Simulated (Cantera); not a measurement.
Cantera run, input and output.

```python
import numpy as np
import cantera as ct

gas = ct.Solution("h2o2.yaml")
gas.TPX = 400, 30000, {'H2': 1, 'O2': 0.602, 'N2': 2.27}
flame = ct.FreeFlame(gas, width=0.093)
flame.set_refine_criteria(ratio=3, slope=0.08, curve=0.16)
flame.transport_model = "mixture-averaged"
flame.solve(loglevel=0, auto=True)
flame.transport_model = "multicomponent"
flame.soret_enabled = False
flame.solve(loglevel=0, refine_grid=True)
z, T = flame.grid, flame.T
thick = (T[-1] - T[0]) / np.gradient(T, z).max()
show = ['H2', 'O2', 'H', 'H2O2', 'HO2', 'O']
print(f"laminar burning velocity  {flame.velocity[0] * 100:.3f} cm/s")
print(f"burnt temperature         {T[-1]:.1f} K")
print(f"thermal thickness         {thick * 1e3:.4f} mm")
print(f"grid points               {len(z)}")
z0 = z[flame.heat_release_rate.argmax()]
print(f"{'z/mm':>9s}{'T/K':>9s}{'u/(m/s)':>9s}" + "".join(f"{s:>11s}" for s in show))
rows = []
for k in (-3, -2, -1.5, -1, -0.5, -0.25, 0, 0.25, 0.5, 1, 2, 4, 8):
    zz = z0 + k * thick
    rows.append([k * thick, np.interp(zz, z, T), np.interp(zz, z, flame.velocity),
                 *(np.interp(zz, z, flame.X[gas.species_index(s)]) for s in show)])
    print(f"{rows[-1][0] * 1e3:9.3f}{rows[-1][1]:9.1f}{rows[-1][2]:9.3f}" + "".join(f"{x:11.3e}" for x in rows[-1][3:]))
```

Output:

```
laminar burning velocity  280.845 cm/s
burnt temperature         2248.8 K
thermal thickness         1.8775 mm
grid points               121
     z/mm      T/K  u/(m/s)         H2         O2          H       H2O2        HO2          O
   -5.632    400.0    2.808  2.583e-01  1.555e-01  3.086e-17  1.039e-15  5.006e-14  7.788e-15
   -3.755    400.0    2.808  2.583e-01  1.555e-01  1.418e-15  6.208e-14  2.938e-12  3.582e-13
   -2.816    400.0    2.808  2.583e-01  1.555e-01  6.294e-14  4.361e-12  1.934e-10  1.454e-11
   -1.877    400.0    2.808  2.582e-01  1.555e-01  4.186e-11  7.146e-10  3.029e-08  1.018e-09
   -0.939    406.2    2.841  2.550e-01  1.560e-01  7.929e-06  3.261e-06  6.696e-05  1.034e-06
   -0.469    621.8    4.242  2.227e-01  1.522e-01  3.585e-03  3.196e-05  1.215e-04  1.278e-04
    0.000   1071.2    7.049  1.232e-01  1.167e-01  3.023e-02  2.172e-06  4.047e-05  4.454e-03
    0.469   1375.5    8.949  4.411e-02  6.279e-02  4.829e-02  2.043e-06  1.816e-05  1.206e-02
    0.939   1519.2    9.826  3.035e-02  4.905e-02  4.391e-02  1.338e-06  1.216e-05  1.340e-02
    1.877   1667.7   10.692  2.826e-02  4.446e-02  3.314e-02  7.024e-07  8.952e-06  1.214e-02
    3.755   1819.1   11.546  2.549e-02  4.080e-02  2.238e-02  3.553e-07  6.448e-06  9.820e-03
    7.510   1961.3   12.321  2.086e-02  3.739e-02  1.341e-02  1.984e-07  4.432e-06  7.130e-03
   15.020   2083.6   12.968  1.512e-02  3.448e-02  6.940e-03  1.280e-07  2.978e-06  4.603e-03
```

Detailed kinetics in Cantera: the H2/O2 subset of GRI-Mech 3.0, which has no nitrogen chemistry. Burning velocities carry a grid error of a few per cent, more on coarse grids.
